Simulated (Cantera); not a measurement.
A closed system holds: 1 mol Si, 0.0018 mol O2, 450 mol H2, equilibrated at 5.20 mbar.

These are equilibrium values from Cantera (NASA tables, ideal gas, pure condensed phases), not measurements of a reactor. Candidate condensed phases: H2O, Si, SiO2; 18 gas species. Gases not in the tables: Si2H6 and higher silanes. The numbers say what is thermodynamically allowed, not how fast it happens.

Q: Which condensed phases are stable at each of these points (T (K)): 1625, 1675, 1725, 1775, 1825, 1875, 1925, 1975, 2025, 2075, 2125, 2175?

A: 
```tsv
T (K)	condensed phases	Si condensed (%)
1625	Si(s)	97.7
1675	Si(s)	94.9
1725	Si(l)	89.0
1775	Si(l)	77.5
1825	Si(l)	54.8
1875	Si(l)	11.7
1925	gas only	0.0
1975	gas only	0.0
2025	gas only	0.0
2075	gas only	0.0
2125	gas only	0.0
2175	gas only	0.0
```

From 1625 K to 1675 K the condensed part is Si(s). From 1725 K to 1875 K the condensed part is Si(l). From 1925 K to 2175 K nothing is condensed.
